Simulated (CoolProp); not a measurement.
Vapour-liquid equilibrium of R1234yf (1) + R227EA (2) at -19.55 °C; x and y are mole fractions of (1).

Computed with CoolProp (multi-fluid Helmholtz-energy mixture model, Lemmon 2022 and Lemmon 2016; pair parameters Bell 2016).

```json
[
 {"x": "0.05", "bubble pressure, mixture model (MPa)": "0.09150", "bubble pressure, Raoult's law (MPa)": "0.09130", "y, mixture model": "0.084", "y, Raoult's law": "0.084"},
 {"x": "0.15", "bubble pressure, mixture model (MPa)": "0.09829", "bubble pressure, Raoult's law (MPa)": "0.09786", "y, mixture model": "0.234", "y, Raoult's law": "0.235"},
 {"x": "0.25", "bubble pressure, mixture model (MPa)": "0.1049", "bubble pressure, Raoult's law (MPa)": "0.1044", "y, mixture model": "0.363", "y, Raoult's law": "0.368"},
 {"x": "0.35", "bubble pressure, mixture model (MPa)": "0.1114", "bubble pressure, Raoult's law (MPa)": "0.1110", "y, mixture model": "0.477", "y, Raoult's law": "0.484"},
 {"x": "0.45", "bubble pressure, mixture model (MPa)": "0.1179", "bubble pressure, Raoult's law (MPa)": "0.1175", "y, mixture model": "0.579", "y, Raoult's law": "0.588"},
 {"x": "0.55", "bubble pressure, mixture model (MPa)": "0.1244", "bubble pressure, Raoult's law (MPa)": "0.1241", "y, mixture model": "0.672", "y, Raoult's law": "0.681"},
 {"x": "0.65", "bubble pressure, mixture model (MPa)": "0.1308", "bubble pressure, Raoult's law (MPa)": "0.1307", "y, mixture model": "0.756", "y, Raoult's law": "0.764"},
 {"x": "0.75", "bubble pressure, mixture model (MPa)": "0.1373", "bubble pressure, Raoult's law (MPa)": "0.1372", "y, mixture model": "0.833", "y, Raoult's law": "0.840"},
 {"x": "0.85", "bubble pressure, mixture model (MPa)": "0.1438", "bubble pressure, Raoult's law (MPa)": "0.1438", "y, mixture model": "0.904", "y, Raoult's law": "0.908"},
 {"x": "0.95", "bubble pressure, mixture model (MPa)": "0.1503", "bubble pressure, Raoult's law (MPa)": "0.1503", "y, mixture model": "0.969", "y, Raoult's law": "0.971"}
]
```

The largest gap from Raoult's law is +0.5 % in bubble pressure, at x = 0.25. No azeotrope shows between x = 0.05 and 0.95.

The pair parameters rest on a limited set of measurements; away from them the model extrapolates.
